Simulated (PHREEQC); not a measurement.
A column of 0.1 m (40 cells, dispersivity 0.008 m, 60 s a shift, diffusion coefficient 3e-10 m²/s) holds 0.12 eq of the database's cation exchanger X per kg of pore water, first in equilibrium with 0.85 mmol/kgw CaCl2 and 0.01 mmol/kgw HCl. It is flushed with 1.7 mmol/kgw LiCl, 43 mmol/kgw KBr and 0.01 mmol/kgw HCl, at 25 °C. Values are for the last cell. No CO2 enters from the air. No solid was allowed to form.

The series has 33 steps of pore volumes, from 0 to 8.012.

Equilibrium calculation in PHREEQC: ion-association model, phreeqc.dat.

**Question.** After how many pore volumes does Br at the outlet first reach half of its feed value?

**Answer.** By 1.0 pore volumes.

**Question.** After how many pore volumes does K at the outlet first reach half of its feed value?

**Answer.** By 3.0 pore volumes.

**Question.** After how many pore volumes does Li at the outlet first reach half of its feed value?

**Answer.** By 1.3 pore volumes.

Complexes and solids missing from the database can't appear.
